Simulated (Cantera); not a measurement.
What does this Cantera script print?

```python
import numpy as np
import cantera as ct

gas_names = """
    Fe FeO N NO NO2 NO3 N2 N2O O O2 O3 S SN SO SO2 SO3 S2 S2O S8
""".split()
cond_names = """
    Fe(a) Fe(c) Fe(d) Fe(L) FeO(s) FeO(L) FeS(a) FeS(b) FeS(c) FeS(L) FeSO4(s) FeS2(s) Fe2O3(s)
    Fe2S3O12(s) Fe3O4(s) S(cr1) S(cr2) S(L)
""".split()


# ... load() reads the species with a 1 bar reference pressure and builds the phases ...
atoms = {
    'FeS': {'Fe': 1, 'S': 1},
    'SO3': {'S': 1, 'O': 3},
    'N2': {'N': 2},
}
top_T = {'FeSO4(s)': 950, 'FeS2(s)': 1010, 'Fe2O3(s)': 1830, 'Fe2S3O12(s)': 1100, 'Fe3O4(s)': 1870}  # K; cautious upper limits of use, not melting points


# ... equilibrate(T, P, feed) seeds the gas with the atoms and calls Mixture.equilibrate('TP', solver="vcs", rtol=1e-11, max_steps=5000) ...
results = []
feed = {'FeS': 1, 'SO3': 3.4, 'N2': 7.1}  # mol
P = 1300000  # Pa
for T in [1125, 1175, 1225, 1275, 1325, 1375, 1425, 1475, 1525, 1575, 1625, 1675, 1725]:
    mix = equilibrate(T, P, feed)
    results.append((T, P, feed, dict(zip(mix.species_names, mix.species_moles))))

top = {s: max(r[3][s] / sum(r[3][g] for g in gas_names) for r in results) for s in gas_names}
cols = sorted((s for s in top if top[s] > 1e-05), key=lambda s: -top[s])[:7]
seen = [c for c in cond_names if any(r[3].get(c, 0) > 1e-12 for r in results)]
print("log10 of partial pressures in bar; condensed amounts in mol")
print(f"{'T/K':>10s}" + "".join(f"{s[:9]:>10s}" for s in cols + seen))
for T, P, feed, n in results:
    ng = sum(n[g] for g in gas_names)
    print(f"{T:10.4g}" + "".join(f"{np.log10(max(n[s] / ng * P / 1e5, 1e-99)):10.3f}" for s in cols)
          + "".join(f"{n.get(c, 0):10.4g}" for c in seen))
```

Output:

```
log10 of partial pressures in bar; condensed amounts in mol
       T/K        N2       SO2        O2       SO3        NO        SO  Fe2O3(s)  Fe3O4(s)
      1125     0.905     0.697    -7.725    -3.474    -6.994    -5.403    0.1991    0.2006
      1175     0.905     0.697    -6.792    -3.199    -6.346    -5.272    0.1983    0.2011
      1225     0.905     0.697    -5.937    -2.948    -5.753    -5.151     0.197     0.202
      1275     0.905     0.697    -5.151    -2.716    -5.207    -5.038    0.1949    0.2034
      1325     0.905     0.696    -4.426    -2.503    -4.703    -4.934    0.1914    0.2057
      1375     0.904     0.696    -3.755    -2.305    -4.236    -4.837    0.1858    0.2095
      1425     0.904     0.696    -3.131    -2.122    -3.803    -4.746    0.1756    0.2162
      1475     0.904     0.696    -2.551    -1.951    -3.399    -4.662    0.1543    0.2305
      1525     0.904     0.695    -2.009    -1.791    -3.022    -4.583    0.1025     0.265
      1575     0.904     0.694    -1.581    -1.682    -2.709    -4.469         0    0.3333
      1625     0.903     0.694    -1.556    -1.766    -2.603    -4.174         0    0.3333
      1675     0.903     0.694    -1.538    -1.848    -2.506    -3.893         0    0.3333
      1725     0.903     0.695    -1.525    -1.927    -2.417    -3.627         0    0.3333
```

Method: chemical equilibrium by Gibbs-energy minimisation in Cantera with the NASA 1993 tables (ideal gas, pure condensed phases). Mutual solubility and eutectic melting of coexisting phases are not modelled.
